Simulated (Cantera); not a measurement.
**borazine + O₂ + H₂ (boron, boron nitride and boron oxide)**

A closed system holds: 1 mol borazine, 1.7 mol O₂, 0.92 mol H₂, held at 2000 K and 1.33 mbar.

Equilibrium computed with Cantera from the NASA thermochemical tables; the gas is ideal and each condensed phase is pure. Candidate condensed phases: B, BN, B₂O₃, B₃O₃H₃, H₂O; 39 gas species. The feed counts by its element totals alone. The numbers say what is thermodynamically allowed, not how fast it happens.

- x(H₂): 0.461
- x(N₂): 0.203
- x(HBO): 0.0991
- x(BO): 0.0943
- x(B₂O₂): 0.0580
- x(B₂O₃): 0.0432
- x(H): 0.0302
- x(HBO₂): 0.0107
- x(H₂O): 0.000276
- gas amount: 7.380 mol
- log10 activity of B(s) (absent): -1.85
- log10 activity of B₃O₃H₃(s) (absent): -15.64
